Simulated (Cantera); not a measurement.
**CH₃F + F₂ + H₂ + CH₄ (fluorocarbon and chlorocarbon gases)**

Feed: 1 mol CH₃F, 0.22 mol F₂, 4.5 mol H₂, 0.032 mol CH₄, equilibrated at 120 Pa.

These are equilibrium values from Cantera (NASA tables, ideal gas, pure condensed phases), not measurements of a reactor. Candidate condensed phases: C, C₆H₆, C₇H₈, C₈H₁₈; 95 gas species. Rates play no part.

```json
[
 {"T (K)": "1000", "x H₂": "0.788", "x HF": "0.212", "x H": "5.81e-8", "x C₂H₂ (acetylene)": "8.99e-10", "x CH₄": "7.11e-5", "x F": "<1e-12", "n C(graphite)": "1.03"},
 {"T (K)": "1100", "x H₂": "0.788", "x HF": "0.212", "x H": "6.62e-7", "x C₂H₂ (acetylene)": "1.05e-8", "x CH₄": "2.67e-5", "x F": "<1e-12", "n C(graphite)": "1.03"},
 {"T (K)": "1200", "x H₂": "0.788", "x HF": "0.212", "x H": "5.06e-6", "x C₂H₂ (acetylene)": "8.09e-8", "x CH₄": "1.18e-5", "x F": "2.51e-12", "n C(graphite)": "1.03"},
 {"T (K)": "1300", "x H₂": "0.788", "x HF": "0.212", "x H": "2.83e-5", "x C₂H₂ (acetylene)": "4.54e-7", "x CH₄": "5.86e-6", "x F": "3.97e-11", "n C(graphite)": "1.03"},
 {"T (K)": "1400", "x H₂": "0.788", "x HF": "0.212", "x H": "0.000125", "x C₂H₂ (acetylene)": "1.98e-6", "x CH₄": "3.22e-6", "x F": "4.26e-10", "n C(graphite)": "1.03"},
 {"T (K)": "1500", "x H₂": "0.787", "x HF": "0.212", "x H": "0.000451", "x C₂H₂ (acetylene)": "7.11e-6", "x CH₄": "1.91e-6", "x F": "3.34e-9", "n C(graphite)": "1.03"},
 {"T (K)": "1600", "x H₂": "0.786", "x HF": "0.212", "x H": "0.00139", "x C₂H₂ (acetylene)": "2.16e-5", "x CH₄": "1.21e-6", "x F": "2.03e-8", "n C(graphite)": "1.03"},
 {"T (K)": "1700", "x H₂": "0.784", "x HF": "0.212", "x H": "0.00377", "x C₂H₂ (acetylene)": "5.76e-5", "x CH₄": "8.09e-7", "x F": "9.98e-8", "n C(graphite)": "1.03"},
 {"T (K)": "1800", "x H₂": "0.779", "x HF": "0.211", "x H": "0.00913", "x C₂H₂ (acetylene)": "0.000137", "x CH₄": "5.61e-7", "x F": "4.13e-7", "n C(graphite)": "1.03"},
 {"T (K)": "1900", "x H₂": "0.769", "x HF": "0.210", "x H": "0.0201", "x C₂H₂ (acetylene)": "0.000294", "x CH₄": "3.99e-7", "x F": "1.47e-6", "n C(graphite)": "1.03"},
 {"T (K)": "2000", "x H₂": "0.751", "x HF": "0.208", "x H": "0.0407", "x C₂H₂ (acetylene)": "0.000577", "x CH₄": "2.87e-7", "x F": "4.63e-6", "n C(graphite)": "1.02"},
 {"T (K)": "2100", "x H₂": "0.719", "x HF": "0.204", "x H": "0.0762", "x C₂H₂ (acetylene)": "0.00104", "x CH₄": "2.04e-7", "x F": "1.31e-5", "n C(graphite)": "1.02"},
 {"T (K)": "2200", "x H₂": "0.667", "x HF": "0.198", "x H": "0.133", "x C₂H₂ (acetylene)": "0.00171", "x CH₄": "1.40e-7", "x F": "3.39e-5", "n C(graphite)": "1.01"}
]
```
x: gas mole fraction; n: condensed amount in mol.

From 1000 K to 2200 K the condensed part is C(graphite). The main C-bearing gas is CH₄ at 1000 K and C₂H₂ (acetylene) at 2200 K.
